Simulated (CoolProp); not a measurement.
Properties of R227EA along the isotherm 403.4 K (Tc = 374.9 K, pc = 2.925 MPa, ω = 0.358).

Computed with CoolProp (reference Helmholtz-energy equation of state, Lemmon 2016).

```
p (MPa)          phase  cv (kJ/(kg K))  isothermal compressibility (1/MPa)  Prandtl number  fugacity coefficient
-------  -------------  --------------  ----------------------------------  --------------  --------------------
0.0463             gas               ?                               21.69           0.697                0.9958
0.0877             gas          0.9044                               11.49           0.697                0.9921
0.166              gas          0.9055                               6.117           0.698                0.9850
0.315              gas          0.9075                               3.271           0.700                0.9717
0.597              gas          0.9115                               1.776               ?                0.9467
1.13               gas          0.9202                                   ?           0.721                0.9002
2.15               gas          0.9422                              0.6191           0.777                0.8138
4.07     supercritical           1.009                              0.5942            1.37                0.6555
7.72     supercritical          0.9800                             0.05153            2.48                0.4466
14.6     supercritical          0.9653                             0.01431            2.89                0.3314
```

Task: Some entries are withheld; supply them.

Result: 
- 0.0463, cv (kJ/(kg K)): 0.9039
- 0.597, Prandtl number: 0.706
- 1.13, isothermal compressibility (1/MPa): 0.9993

Viscosity comes from a separate model (Huber 2003), an estimate that may be off by 10 % or more. Thermal conductivity comes from a separate model (Huber 2003), an estimate that may be off by 10 % or more.
